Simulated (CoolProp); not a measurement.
Aqueous ethanol as a coolant, 47 % by mass, freezing at -35.4 °C, 1 atm.

Model: Melinder's fits for secondary coolants, in CoolProp.

```json
[
 {"T (°C)": "-9.6", "conductivity (W/(m K))": "0.321", "Prandtl number": "127", "viscosity (mPa s)": "11.3", "density (kg/m³)": "943.0"},
 {"T (°C)": "-5.9", "conductivity (W/(m K))": "0.322", "Prandtl number": "104", "viscosity (mPa s)": "9.21", "density (kg/m³)": "940.2"},
 {"T (°C)": "-2.2", "conductivity (W/(m K))": "0.323", "Prandtl number": "86.5", "viscosity (mPa s)": "7.58", "density (kg/m³)": "937.4"},
 {"T (°C)": "1.5", "conductivity (W/(m K))": "0.324", "Prandtl number": "72.5", "viscosity (mPa s)": "6.31", "density (kg/m³)": "934.6"},
 {"T (°C)": "5.2", "conductivity (W/(m K))": "0.325", "Prandtl number": "61.3", "viscosity (mPa s)": "5.30", "density (kg/m³)": "931.8"},
 {"T (°C)": "8.9", "conductivity (W/(m K))": "0.327", "Prandtl number": "52.3", "viscosity (mPa s)": "4.50", "density (kg/m³)": "928.9"},
 {"T (°C)": "12.6", "conductivity (W/(m K))": "0.328", "Prandtl number": "45.0", "viscosity (mPa s)": "3.85", "density (kg/m³)": "926.1"},
 {"T (°C)": "16.3", "conductivity (W/(m K))": "0.329", "Prandtl number": "39.0", "viscosity (mPa s)": "3.32", "density (kg/m³)": "923.2"},
 {"T (°C)": "19.9", "conductivity (W/(m K))": "0.330", "Prandtl number": "34.1", "viscosity (mPa s)": "2.89", "density (kg/m³)": "920.4"},
 {"T (°C)": "23.6", "conductivity (W/(m K))": "0.331", "Prandtl number": "29.9", "viscosity (mPa s)": "2.53", "density (kg/m³)": "917.5"},
 {"T (°C)": "27.3", "conductivity (W/(m K))": "0.332", "Prandtl number": "26.3", "viscosity (mPa s)": "2.22", "density (kg/m³)": "914.6"},
 {"T (°C)": "31", "conductivity (W/(m K))": "0.333", "Prandtl number": "23.3", "viscosity (mPa s)": "1.96", "density (kg/m³)": "911.6"},
 {"T (°C)": "34.7", "conductivity (W/(m K))": "0.334", "Prandtl number": "20.7", "viscosity (mPa s)": "1.74", "density (kg/m³)": "908.7"},
 {"T (°C)": "38.4", "conductivity (W/(m K))": "0.335", "Prandtl number": "18.5", "viscosity (mPa s)": "1.55", "density (kg/m³)": "905.7"}
]
```
